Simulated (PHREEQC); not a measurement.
Solution (25 °C): 0.067 mol/kgw NH3, 6.4e-05 mol/kgw Na2SiO3 and 0.0048 mol/kgw Na2CO3. Closed to the air; pH follows from the charge balance.

All values are PHREEQC results (ion-association model, phreeqc.dat), not measurements.

| quantity | before | after |
|---|---|---|
| pH | 11.12 | 8.07 |
| ionic strength (mol/kgw) | 0.0142 | 0.166 |
| Na+ (mol/kgw) | 0.00930 | 0.00904 |
| CO3-2 (mol/kgw) | 0.00392 | 5.89e-5 |
| HCO3- (mol/kgw) | 0.000447 | 0.00466 |
| NaCO3- (mol/kgw) | 0.000429 | 3.28e-6 |
| SI of Quartz (SiO2) | -1.58 | -0.20 |

**Question.** Name the change that produced these shifts.
A. diluted 5-fold with water
B. Na2SiO3 from 6.4e-05 to 3.2e-05 mol/kgw
C. 0.021 mol/kgw Na2SO4 added
D. NH3 left out
E. NH3 replaced by (NH4)2SO4 at the same molality

**Answer.** E, NH3 replaced by (NH4)2SO4 at the same molality

No solid was allowed to form.
